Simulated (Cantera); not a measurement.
What does this Cantera script print?

```python
import numpy as np
import cantera as ct

gas_names = """
    F F2 N NF NF2 NF3 N2 Si SiF SiF2 SiF3 SiF4 SiN Si2 Si2N Si3
""".split()
cond_names = """
    Si(cr) Si(L) Si3N4(a)
""".split()


# ... load() reads the species with a 1 bar reference pressure and builds the phases ...
atoms = {
    'Si3N4': {'Si': 3, 'N': 4},
    'F2': {'F': 2},
    'N2': {'N': 2},
}
top_T = {'Si3N4(a)': 2400}  # K; cautious upper limits of use, not melting points


# ... equilibrate(T, P, feed) seeds the gas with the atoms and calls Mixture.equilibrate('TP', solver="vcs", rtol=1e-11, max_steps=5000) ...
results = []
feed = {'Si3N4': 1, 'F2': 8, 'N2': 86}  # mol
T = 923  # K
P = 59  # Pa
mix = equilibrate(T, P, feed)
results.append((T, P, feed, dict(zip(mix.species_names, mix.species_moles))))
print(gas.report(threshold=0.0001))
for i in range(1, mix.n_phases):
    print(f"{mix.phase(i).name:16s} {mix.phase_moles(i):12.5e} mol")
```

It prints:

```
       temperature   923 K
          pressure   59 Pa
           density   0.00023105 kg/m^3
  mean mol. weight   30.053 kg/kmol
   phase of matter   gas

                          1 kg             1 kmol
                     ---------------   ---------------
          enthalpy       -9.2496e+05       -2.7798e+07  J
   internal energy       -1.1803e+06       -3.5472e+07  J
           entropy            9759.8        2.9331e+05  J/K
    Gibbs function       -9.9333e+06       -2.9852e+08  J
 heat capacity c_p            1131.6             34007  J/K
 heat capacity c_v             854.9             25692  J/K

                      mass frac. Y      mole frac. X     chem. pot. / RT
                     ---------------   ---------------   ---------------
                 F          0.025951          0.041051            -20.59
                F2        0.00068084         0.0005385            -41.18
                N2           0.86394           0.92681           -32.171
              SiF4           0.10942          0.031596           -260.02
     [  +12 minor]         2.567e-08        1.0962e-08

Si(cr)            0.00000e+00 mol
Si3N4(a)          0.00000e+00 mol
```

Cantera equilibrium calculation (NASA polynomials, part measured and part estimated; ideal gas, pure solids and liquids).
